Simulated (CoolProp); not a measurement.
Dodecamethylcyclohexasiloxane (D6) at 527.37 K and 0.0966 MPa is throttled through a valve to 0.0487 MPa with no heat exchange. Each further row changes one setting.

The numbers come from the reference Helmholtz-energy equation of state, Colonna 2008 in CoolProp. It is a short technical equation, of lower accuracy than the large ones.

| case | temperature change (K) | final density (kg/m³) |
|---|---|---|
| as stated | -0.8 | 5.17 |
| outlet pressure 0.0146 MPa | -1.3 | 1.50 |
| outlet pressure 0.0633 MPa | -0.5 | 6.81 |
